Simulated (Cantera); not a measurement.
An isothermal, constant-pressure homogeneous reactor starts with CH4 : CO2 = 1 : 0.84 (molar parts), at 1775 K and 0.132 atm. Integrator tolerance rtol = 1e-08.

Cantera simulation using GRI-Mech 3.0 (53 species, 325 reactions); the numbers are that mechanism's predictions, not measurements.

Task: What does this change do: CH4 1 to 0.12 parts?

Result: 
```json
[
 {"quantity": "x(CH4) at 4.00 s", "before": "0.00306 (gas-phase equilibrium 0.000511)", "after": "<1e-12 (gas-phase equilibrium <1e-12)"},
 {"quantity": "x(CO2) at 4.00 s", "before": "0.00380 (gas-phase equilibrium 1.40e-7)", "after": "0.437 (gas-phase equilibrium 0.437)"},
 {"quantity": "x(C2H4) at 4.00 s", "before": "5.82e-5 (gas-phase equilibrium 4.12e-5)", "after": "<1e-12 (gas-phase equilibrium <1e-12)"},
 {"quantity": "x(H2) at 4.00 s", "before": "0.503 (gas-phase equilibrium 0.521)", "after": "0.0366 (gas-phase equilibrium 0.0366)"},
 {"quantity": "x(C2H) at 4.00 s", "before": "2.70e-7 (gas-phase equilibrium 1.86e-7)", "after": "<1e-12 (gas-phase equilibrium <1e-12)"},
 {"quantity": "x(O2) at 4.00 s", "before": "8.79e-12 (gas-phase equilibrium <1e-12)", "after": "2.74e-7 (gas-phase equilibrium 2.74e-7)"},
 {"quantity": "x(CO) at 4.00 s", "before": "0.443 (gas-phase equilibrium 0.457)", "after": "0.363 (gas-phase equilibrium 0.363)"}
]
```

Task: What does this change do: CO2 0.84 to 7.3 parts?

Result: 
| quantity | before | after |
|---|---|---|
| x(CH4) at 4.00 s | 0.00306 (gas-phase equilibrium 0.000511) | <1e-12 (gas-phase equilibrium <1e-12) |
| x(CO2) at 4.00 s | 0.00380 (gas-phase equilibrium 1.40e-7) | 0.451 (gas-phase equilibrium 0.451) |
| x(C2H4) at 4.00 s | 5.82e-5 (gas-phase equilibrium 4.12e-5) | <1e-12 (gas-phase equilibrium <1e-12) |
| x(H2) at 4.00 s | 0.503 (gas-phase equilibrium 0.521) | 0.0338 (gas-phase equilibrium 0.0338) |
| x(C2H) at 4.00 s | 2.70e-7 (gas-phase equilibrium 1.86e-7) | <1e-12 (gas-phase equilibrium <1e-12) |
| x(O2) at 4.00 s | 8.79e-12 (gas-phase equilibrium <1e-12) | 3.08e-7 (gas-phase equilibrium 3.08e-7) |
| x(CO) at 4.00 s | 0.443 (gas-phase equilibrium 0.457) | 0.354 (gas-phase equilibrium 0.354) |

Task: What does this change do: CO2 0.84 to 2.7 parts?

Result: 
```json
[
 {"quantity": "x(CH4) at 4.00 s", "before": "0.00306 (gas-phase equilibrium 0.000511)", "after": "1.37e-7 (gas-phase equilibrium 8.76e-11)"},
 {"quantity": "x(CO2) at 4.00 s", "before": "0.00380 (gas-phase equilibrium 1.40e-7)", "after": "0.130 (gas-phase equilibrium 0.130)"},
 {"quantity": "x(C2H4) at 4.00 s", "before": "5.82e-5 (gas-phase equilibrium 4.12e-5)", "after": "6.39e-11 (gas-phase equilibrium <1e-12)"},
 {"quantity": "x(H2) at 4.00 s", "before": "0.503 (gas-phase equilibrium 0.521)", "after": "0.182 (gas-phase equilibrium 0.182)"},
 {"quantity": "x(C2H) at 4.00 s", "before": "2.70e-7 (gas-phase equilibrium 1.86e-7)", "after": "1.40e-12 (gas-phase equilibrium <1e-12)"},
 {"quantity": "x(O2) at 4.00 s", "before": "8.79e-12 (gas-phase equilibrium <1e-12)", "after": "1.18e-8 (gas-phase equilibrium 1.18e-8)"},
 {"quantity": "x(CO) at 4.00 s", "before": "0.443 (gas-phase equilibrium 0.457)", "after": "0.519 (gas-phase equilibrium 0.519)"}
]
```
